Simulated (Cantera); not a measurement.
Charge: 1 mol Si₃N₄, 0.028 mol CO₂, 210 mol H₂, at 13.3 mbar.

These are equilibrium values from Cantera (NASA tables, ideal gas, pure condensed phases), not measurements of a reactor. Candidate condensed phases: C, C₆H₆, C₇H₈, C₈H₁₈, H₂O, Si, SiC, SiO₂, Si₂N₂O, Si₃N₄; 151 gas species. Mutual solubility and eutectic melting of coexisting phases are not modelled. Gases not in the tables: Si₂H₆ and higher silanes. Kinetics and transport are ignored.

x: gas mole fraction; n: condensed amount in mol.

```csv
T (K),x H₂,x H,x N₂,x Si,n SiC(s),n Si₂N₂O(s),n Si₃N₄(s),n Si(s),n Si(l)
1100,1.000,2.24e-7,0.000136,<1e-12,…,0.0560,0.958,0,0
1200,1.000,1.71e-6,0.000173,5.56e-12,0.0266,0.0560,0.954,0,0
1300,1.000,9.58e-6,0.000177,1.15e-9,0.0278,0.0560,0.953,0,0
1400,1.000,4.21e-5,0.000430,6.17e-8,0.0279,0.0550,0.927,0.0791,0
1500,0.996,0.000152,0.00356,7.89e-7,0.0275,0.0419,0.604,1.06,0
1600,0.990,0.000468,0.00943,7.31e-6,0.0254,0,0,2.92,0
1700,0.989,0.00127,0.00942,5.09e-5,0.0239,0,0,0,2.91
1800,0.987,0.00308,0.00941,0.000238,…,0,0,0,2.86
1900,0.982,0.00681,0.00937,0.000946,…,0,0,0,2.70
2000,0.973,0.0139,0.00930,0.00327,…,0,0,0,2.13
```

Some entries are withheld; supply them.


- 1100, n SiC(s): 0.0147
- 1800, n SiC(s): 0.0189
- 1900, n SiC(s): 0.00752
- 2000, n SiC(s): 0
